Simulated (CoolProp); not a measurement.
Saturation properties of R22.

The numbers come from the reference Helmholtz-energy equation of state, Kamei 1995 in CoolProp.

| T (K) | p (MPa) | liquid density (kg/m³) | vapour Z | liquid conductivity (mW/(m K)) |
|---|---|---|---|---|
| 173.6 | 0.002096 | 1570 | 0.9979 | 143 |
| 181.5 | 0.004200 | 1549 | 0.9965 | 139 |
| 189.3 | 0.007805 | 1529 | 0.9944 | 135 |
| 197.2 | 0.01379 | 1507 | 0.9914 | 131 |
| 205 | 0.02302 | 1486 | 0.9875 | 127 |
| 212.8 | 0.03676 | 1465 | 0.9825 | 123 |
| 220.7 | 0.05680 | 1443 | 0.9762 | 119 |
| 228.5 | 0.08435 | 1420 | 0.9685 | 116 |
| 236.4 | 0.1221 | 1397 | 0.9592 | 112 |
| 244.2 | 0.1713 | 1374 | 0.9484 | 109 |
| 252 | 0.2346 | 1350 | 0.9360 | 105 |
| 259.9 | 0.3158 | 1325 | 0.9216 | 101 |
| 267.7 | 0.4154 | 1300 | 0.9055 | 98.0 |

It boils at 232.3 K under 1 atm.

Thermal conductivity comes from a separate model (McLinden 2000), an estimate that may be off by 10 % or more.
